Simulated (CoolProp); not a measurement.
R1224YDZ at 238.64 K and 0.00438 MPa is compressed adiabatically to 0.00757 MPa with isentropic efficiency 0.8. Each further row changes one setting.

Model: reference Helmholtz-energy equation of state, Akasaka 2023, in CoolProp.

```
case             work (kJ/kg)  final temperature (K)  final density (kg/m³)
---------------  ------------  ---------------------  ---------------------
as stated                9.31                  253.1                  0.538
efficiency 1             7.44                  250.3                  0.544
efficiency 0.65          11.5                  256.2                  0.531
```
